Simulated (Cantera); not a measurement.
## Ignition delay

Mixture: CH4 : C2H6 : C3H8 : O2 : N2 = 1 : 0.044 : 0.57 : 3.13 : 11.8 (molar parts), equivalence ratio 1.6, at 0.390 bar, adiabatic and at constant volume. Ignition delay is the time to a rise of 400 K.

Computed with Cantera and GRI-Mech 3.0 (53 species, 325 reactions). GRI-Mech 3.0 was tuned for natural gas; its chemistry of propane as a main component is partial and can be far from experiment.

```json
[
 {"T0 (K)": "1275", "delay (ms)": "2.80"},
 {"T0 (K)": "1350", "delay (ms)": "0.925"},
 {"T0 (K)": "1425", "delay (ms)": "0.377"},
 {"T0 (K)": "1500", "delay (ms)": "0.183"},
 {"T0 (K)": "1575", "delay (ms)": "0.103"},
 {"T0 (K)": "1650", "delay (ms)": "0.0645"},
 {"T0 (K)": "1725", "delay (ms)": "0.0439"},
 {"T0 (K)": "1800", "delay (ms)": "0.0319"}
]
```

```
Property                                                 Value
--------------------------------------------------  ----------
apparent activation energy between 1650 and 1800 K  120 kJ/mol
```
